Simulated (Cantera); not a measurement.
An isothermal, constant-pressure homogeneous reactor starts with CH₄ : N₂ = 1 : 9.1 (molar parts), at 1700 K and 100.0 Torr. Integrator tolerance rtol = 1e-08.

Computed with Cantera and GRI-Mech 3.0 (53 species, 325 reactions). GRI-Mech 3.0 stops at C3 and has no aromatics, soot or wall deposition, so with more carbon than oxygen in the feed, carbon stays in small species such as C2H2 where larger ones or solid carbon would form.

Q: What does this change do: N2 9.1 to 1.2 parts?

A: 
| quantity | before | after |
|---|---|---|
| x(CH₄) at 200 s | 0.000177 (gas-phase equilibrium 0.000100) | 0.00212 (gas-phase equilibrium 0.00173) |
| x(C₂H₄) at 200 s | 3.90e-5 (gas-phase equilibrium 1.24e-5) | 0.000466 (gas-phase equilibrium 0.000309) |
| x(CH₃) at 200 s | 3.96e-6 (gas-phase equilibrium 2.25e-6) | 2.56e-5 (gas-phase equilibrium 2.08e-5) |
| x(CH₂) at 200 s | 4.52e-9 (gas-phase equilibrium 2.57e-9) | 1.57e-8 (gas-phase equilibrium 1.28e-8) |
| x(HCN) at 200 s | 3.65e-5 (gas-phase equilibrium 0.0613) | 2.71e-5 (gas-phase equilibrium 0.105) |
| x(H₂) at 200 s | 0.135 (gas-phase equilibrium 0.135) | 0.466 (gas-phase equilibrium 0.467) |
| x(H) at 200 s | 0.000149 (gas-phase equilibrium 0.000149) | 0.000277 (gas-phase equilibrium 0.000278) |

Q: What does this change do: pressure from 100.0 Torr to 20.0 Torr?

A: 
```json
[
 {"quantity": "x(CH₄) at 200 s", "before": "0.000177 (gas-phase equilibrium 0.000100)", "after": "3.38e-5 (gas-phase equilibrium 2.01e-5)"},
 {"quantity": "x(C₂H₄) at 200 s", "before": "3.90e-5 (gas-phase equilibrium 1.24e-5)", "after": "7.82e-6 (gas-phase equilibrium 2.49e-6)"},
 {"quantity": "x(CH₃) at 200 s", "before": "3.96e-6 (gas-phase equilibrium 2.25e-6)", "after": "1.70e-6 (gas-phase equilibrium 1.01e-6)"},
 {"quantity": "x(CH₂) at 200 s", "before": "4.52e-9 (gas-phase equilibrium 2.57e-9)", "after": "4.33e-9 (gas-phase equilibrium 2.57e-9)"},
 {"quantity": "x(HCN) at 200 s", "before": "3.65e-5 (gas-phase equilibrium 0.0613)", "after": "3.15e-5 (gas-phase equilibrium 0.0614)"},
 {"quantity": "x(H₂) at 200 s", "before": "0.135 (gas-phase equilibrium 0.135)", "after": "0.135 (gas-phase equilibrium 0.135)"},
 {"quantity": "x(H) at 200 s", "before": "0.000149 (gas-phase equilibrium 0.000149)", "after": "0.000334 (gas-phase equilibrium 0.000334)"}
]
```
Radical loss at walls, strong at low pressure, is not modelled.
